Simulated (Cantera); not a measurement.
Input: 1 mol SiC, 2.3 mol H₂O, 280 mol H₂, held at 1400 K and 0.810 Pa.

These are equilibrium values from Cantera (NASA tables, ideal gas, pure condensed phases), not measurements of a reactor. Candidate condensed phases: C, C₆H₆, C₇H₈, C₈H₁₈, H₂O, Si, SiC, SiO₂; 123 gas species. Equilibrium is a limit: real reactors are often held back by kinetics, nucleation or transport.

Base state: H₂ 0.990, SiO 0.00351, CO 0.00351, H 0.00170, H₂O 0.00105 (mole fractions); condensed: gas only.

Problem. What changes in the equilibrium state with this change: SiC replaced by Si₃N₄?

Solution. 
```csv
species,before,after
H₂,0.990,0.983
SiO,0.00351,0.00802
N₂,0,0.00697
CO,0.00351,0
H₂O,0.00105,<1e-9
Si,<1e-9,0.000102
H,0.00170,0.00169
"Si(s), mol",0,0.670
```
Further candidate phases: Si₂N₂O, Si₃N₄.

Problem. What changes in the equilibrium state with this change: pressure from 0.810 Pa to 0.110 Pa?

Solution. 
| species | before | after |
|---|---|---|
| H₂ | 0.990 | 0.987 |
| H | 0.00170 | 0.00461 |
| SiO | 0.00351 | 0.00351 |
| H₂O | 0.00105 | 0.00105 |
| CO | 0.00351 | 0.00351 |

Problem. What changes in the equilibrium state with this change: H₂O from 2.3 to 0.094 mol?

Solution. 
```csv
species,before,after
H₂,0.990,0.998
H,0.00170,0.00171
CO,0.00351,0.000174
SiO,0.00351,0.000161
H₂O,0.00105,<1e-9
Si,<1e-9,1.32e-5
"SiC(s), mol",0,0.951
```
